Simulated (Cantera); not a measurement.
An adiabatic, constant-pressure homogeneous reactor starts with CH4 : CO : O2 : N2 = 1 : 0.21 : 2.29 : 8.6 (molar parts), equivalence ratio 0.92, at 1048 K and 10500 Torr. Integrator tolerance rtol = 1e-08.

Model: GRI-Mech 3.0 (53 species, 325 reactions), integrated in Cantera. The pressure lies above the range GRI-Mech 3.0 was tuned for (to about 10 atm).

Q: What does this change do: initial temperature 1048 to 950 K?

A: 
```csv
quantity,before,after
time of steepest temperature rise,39.8 ms,not reached
temperature at 0.100 s,2648 K,951 K
equilibrium temperature,2648 K,2594 K
x(CH4) at 0.100 s,<1e-12 (gas-phase equilibrium <1e-12),0.0826 (gas-phase equilibrium <1e-12)
x(CO) at 0.100 s,0.0135 (gas-phase equilibrium 0.0135),0.0173 (gas-phase equilibrium 0.0110)
x(O2) at 0.100 s,0.0175 (gas-phase equilibrium 0.0175),0.189 (gas-phase equilibrium 0.0167)
x(NO2) at 0.100 s,6.69e-6 (gas-phase equilibrium 6.69e-6),<1e-12 (gas-phase equilibrium 6.17e-6)
x(H2O) at 0.100 s,0.157 (gas-phase equilibrium 0.157),8.46e-5 (gas-phase equilibrium 0.159)
```
Below about 1000 K GRI-Mech 3.0 lacks low-temperature oxidation paths.

Q: What does this change do: initial temperature 1048 to 1473 K?

A: 
| quantity | before | after |
|---|---|---|
| time of steepest temperature rise | 39.8 ms | 0.187 ms |
| temperature at 0.100 s | 2648 K | 2867 K |
| equilibrium temperature | 2648 K | 2867 K |
| x(CH4) at 0.100 s | <1e-12 (gas-phase equilibrium <1e-12) | <1e-12 (gas-phase equilibrium <1e-12) |
| x(CO) at 0.100 s | 0.0135 (gas-phase equilibrium 0.0135) | 0.0264 (gas-phase equilibrium 0.0264) |
| x(O2) at 0.100 s | 0.0175 (gas-phase equilibrium 0.0175) | 0.0216 (gas-phase equilibrium 0.0216) |
| x(NO2) at 0.100 s | 6.69e-6 (gas-phase equilibrium 6.69e-6) | 9.32e-6 (gas-phase equilibrium 9.32e-6) |
| x(H2O) at 0.100 s | 0.157 (gas-phase equilibrium 0.157) | 0.147 (gas-phase equilibrium 0.147) |
